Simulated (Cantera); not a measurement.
A closed system holds: 1 mol Si2H6, 0.21 mol HCl, 18 mol N2, at 21.0 mbar.

Cantera equilibrium calculation (NASA polynomials, part measured and part estimated; ideal gas, pure solids and liquids). Candidate condensed phases: NH4Cl, Si, Si3N4; 28 gas species. The feed counts by its element totals alone. N2 is the only nitrogen source here; it is nearly inert below about 1500 K, so the nitride shown seldom forms there in practice. Equilibrium is a limit: real reactors are often held back by kinetics, nucleation or transport. All values below are at 575 °C.

Base state: N2 0.839, H2 0.151, HCl 0.0106 (mole fractions); condensed: Si3N4(s).

What changes in the equilibrium state with this change: Si2H6 replaced by SiCl4?


| species | before | after |
|---|---|---|
| N2 | 0.839 | 0.937 |
| SiCl4 | 1.06e-7 | 0.0521 |
| HCl | 0.0106 | 0.0109 |
| H2 | 0.151 | 9.39e-9 |
| Si3N4(s), mol | 0.667 | 0 |
